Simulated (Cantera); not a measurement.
A closed system holds: 1 mol Fe2O3, 0.89 mol H2O, 7.7 mol N2, held at 1125 °C and 750 Torr.

Equilibrium computed with Cantera from the NASA thermochemical tables; the gas is ideal and each condensed phase is pure. Candidate condensed phases: Fe, FeO, Fe(OH)2, Fe(OH)3, Fe2O3, Fe3O4, H2O; 27 gas species. Mutual solubility and eutectic melting of coexisting phases are not modelled. Rates play no part.

Base state: N2 0.896, H2O 0.104, O2 0.000347, NO 3.11e-5 (mole fractions); condensed: Fe2O3(s) + Fe3O4(s).

Task: What changes in the equilibrium state with this change: 0.17 mol CH4 added?

Result: 
```
species          before     after
-------------  --------  --------
N2                0.896     0.846
H2O               0.104     0.132
CO2                   0    0.0178
CO                    0  0.000922
O2             0.000347     <1e-9
H2              2.44e-6   0.00317
NO              3.11e-5   2.97e-8
Fe2O3(s), mol     0.981         0
Fe3O4(s), mol    0.0125     0.357
FeO(s), mol           0     0.928
```
The tables' stoichiometric FeO is somewhat more stable than real wüstite, so its field is too wide. FeO: taken at fixed stoichiometry. Further candidate phases: C, C6H6, C7H8, C8H18, Fe(CO)5.
